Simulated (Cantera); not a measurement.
**Low-pressure radical oxidation in H2/O2**

An isothermal, constant-pressure homogeneous reactor starts with H2 : O2 = 0.18 : 1 (molar parts), at 1025 K and 0.0267 bar.

Detailed kinetics in Cantera: GRI-Mech 3.0 (53 species, 325 reactions). Radical loss at walls, strong at low pressure, is not modelled. The temperature is held fixed by assumption; the heat of reaction is taken as removed at once.

| t (s) | x H2 | x O2 | x H2O2 | x O | x H |
|---|---|---|---|---|---|
| 2.00e-6 | 0.153 | 0.847 | <1e-12 | <1e-12 | 9.63e-12 |
| 7.69e-6 | 0.153 | 0.847 | <1e-12 | 2.12e-12 | 3.57e-11 |
| 2.96e-5 | 0.153 | 0.847 | <1e-12 | 2.74e-11 | 1.31e-10 |
| 0.000114 | 0.153 | 0.847 | <1e-12 | 3.57e-10 | 6.82e-10 |
| 0.000437 | 0.153 | 0.847 | 2.33e-12 | 2.46e-8 | 3.66e-8 |
| 0.00168 | 0.0935 | 0.818 | 7.41e-7 | 0.0140 | 0.0263 |
| 0.00645 | 0.00141 | 0.828 | 7.90e-7 | 0.00559 | 0.00225 |
| 0.0248 | 7.10e-5 | 0.834 | 4.29e-7 | 0.000252 | 1.81e-5 |
| 0.0953 | 4.36e-6 | 0.835 | 1.43e-7 | 1.91e-5 | 3.79e-7 |
| 0.366 | 3.76e-7 | 0.835 | 4.25e-8 | 2.51e-6 | 1.79e-8 |
| 1.41 | 5.57e-8 | 0.835 | 1.26e-8 | 4.63e-7 | 1.42e-9 |
| 5.41 | 1.11e-8 | 0.835 | 3.65e-9 | 1.01e-7 | 1.44e-10 |
| 20.8 | 2.55e-9 | 0.835 | 1.02e-9 | 2.41e-8 | 1.67e-11 |
| 80.0 | 6.44e-10 | 0.835 | 2.88e-10 | 6.18e-9 | 2.18e-12 |
x: mole fraction; the columns are a selection and need not sum to one.

Equilibrium at this temperature and pressure: H2 2.02e-10, O2 0.835, H2O2 9.48e-11, O 1.86e-9, H <1e-12 (gas phase only).
